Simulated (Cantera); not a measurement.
What does this Cantera script print?

```python
import numpy as np
import cantera as ct

gas = ct.Solution("gri30.yaml")
gas.TPX = 1473, 2300, {'H2': 0.073, 'O2': 1}
reactor = ct.IdealGasConstPressureReactor(gas, energy="off", clone=False)
net = ct.ReactorNet([reactor])
net.rtol, net.atol = 1e-08, 1e-18
show = ['H2', 'O2', 'H2O', 'O', 'HO2', 'H2O2', 'OH']
times = np.geomspace(6e-05, 10, 15)

steps = ct.SolutionArray(gas, extra=["t"])
rows = []
print(f"{'t/s':>10s}{'T/K':>9s}{'P/Pa':>11s}" + "".join(f"{s:>11s}" for s in show))
for t in times:
    while net.time < t:
        t_next = net.step()
        steps.append(gas.state, t=t_next)
    rows.append([np.interp(t, steps.t, y) for y in (steps.T, steps.P, *steps(*show).X.T)])
    print(f"{t:10.3e}{rows[-1][0]:9.1f}{rows[-1][1]:11.4g}" + "".join(f"{x:11.3e}" for x in rows[-1][2:]))
rate = np.gradient(steps.T, steps.t)
print("integrator steps:", len(steps.t))
if steps.T.max() > steps.T[0] + 200:
    print(f"time of steepest temperature rise: {steps.t[rate.argmax()]:.4e} s")
gas.TPX = 1473, 2300, {'H2': 0.073, 'O2': 1}
gas.equilibrate("TP")
print(f"equilibrium (TP): T = {gas.T:.1f} K  " + "  ".join(f"{s} {gas[s].X[0]:.3e}" for s in show))
```

Result:

```
       t/s      T/K       P/Pa         H2         O2        H2O          O        HO2       H2O2         OH
 6.000e-05   1473.0       2300  6.803e-02  9.320e-01  5.975e-07  6.357e-07  4.002e-07  7.719e-10  5.672e-07
 1.416e-04   1473.0       2300  6.801e-02  9.320e-01  1.310e-05  9.341e-06  9.477e-07  3.941e-09  8.190e-06
 3.343e-04   1473.0       2300  6.162e-02  9.270e-01  4.435e-03  2.979e-03  2.534e-06  1.997e-08  2.496e-03
 7.891e-04   1473.0       2300  1.573e-03  8.756e-01  5.742e-02  4.722e-02  3.510e-06  9.325e-08  9.195e-03
 1.863e-03   1473.0       2300  1.428e-03  8.776e-01  5.816e-02  4.560e-02  3.451e-06  9.023e-08  8.872e-03
 4.396e-03   1473.0       2300  1.310e-03  8.824e-01  5.923e-02  4.130e-02  3.371e-06  8.871e-08  8.520e-03
 1.038e-02   1473.0       2300  1.073e-03  8.917e-01  6.129e-02  3.303e-02  3.168e-06  8.451e-08  7.748e-03
 2.449e-02   1473.0       2300  6.906e-04  9.056e-01  6.433e-02  2.058e-02  2.682e-06  7.365e-08  6.263e-03
 5.782e-02   1473.0       2300  2.999e-04  9.189e-01  6.727e-02  8.676e-03  1.787e-06  5.291e-08  4.156e-03
 1.365e-01   1473.0       2300  8.713e-05  9.260e-01  6.903e-02  2.477e-03  8.287e-07  2.942e-08  2.250e-03
 3.221e-01   1473.0       2300  2.078e-05  9.285e-01  6.981e-02  5.862e-04  2.995e-07  1.344e-08  1.101e-03
 7.604e-01   1473.0       2300  5.077e-06  9.292e-01  7.014e-02  1.428e-04  1.361e-07  5.662e-09  5.449e-04
 1.795e+00   1473.0       2300  1.490e-06  9.294e-01  7.027e-02  4.191e-05  1.254e-07  2.662e-09  2.955e-04
 4.237e+00   1473.0       2300  7.154e-07  9.295e-01  7.032e-02  2.014e-05  1.525e-07  1.894e-09  2.049e-04
 1.000e+01   1473.0       2300  6.349e-07  9.295e-01  7.033e-02  1.787e-05  1.589e-07  1.823e-09  1.930e-04
integrator steps: 1426
equilibrium (TP): T = 1473.0 K  H2 6.342e-07  O2 9.295e-01  H2O 7.033e-02  O 1.785e-05  HO2 1.589e-07  H2O2 1.822e-09  OH 1.929e-04
```

Cantera simulation using GRI-Mech 3.0 (53 species, 325 reactions); the numbers are that mechanism's predictions, not measurements. Radical loss at walls, strong at low pressure, is not modelled. The temperature is held fixed by assumption; the heat of reaction is taken as removed at once.
